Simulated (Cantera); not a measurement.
Input: 1 mol Cu, 3.7 mol HF, 5.4 mol N₂, equilibrated at 1.80e-5 bar.

Equilibrium computed with Cantera from the NASA thermochemical tables; the gas is ideal and each condensed phase is pure. Candidate condensed phases: Cu, CuF₂; 25 gas species. Equilibrium is a limit: real reactors are often held back by kinetics, nucleation or transport.

Question: Which condensed phases are stable at each of these points (T (K)): 700, 800, 900, 1000, 1100, 1200, 1300, 1400, 1500?

Answer: 
```json
[
 {"T (K)": "700", "condensed phases": "Cu(s)", "Cu condensed (%)": "100.0"},
 {"T (K)": "800", "condensed phases": "Cu(s)", "Cu condensed (%)": "100.0"},
 {"T (K)": "900", "condensed phases": "Cu(s)", "Cu condensed (%)": "100.0"},
 {"T (K)": "1000", "condensed phases": "Cu(s)", "Cu condensed (%)": "100.0"},
 {"T (K)": "1100", "condensed phases": "Cu(s)", "Cu condensed (%)": "99.9"},
 {"T (K)": "1200", "condensed phases": "Cu(s)", "Cu condensed (%)": "98.9"},
 {"T (K)": "1300", "condensed phases": "Cu(s)", "Cu condensed (%)": "90.2"},
 {"T (K)": "1400", "condensed phases": "Cu(l)", "Cu condensed (%)": "20.7"},
 {"T (K)": "1500", "condensed phases": "gas only", "Cu condensed (%)": "0.0"}
]
```

From 700 K to 1300 K the condensed part is Cu(s). At 1400 K the condensed part is Cu(l). At 1500 K nothing is condensed.
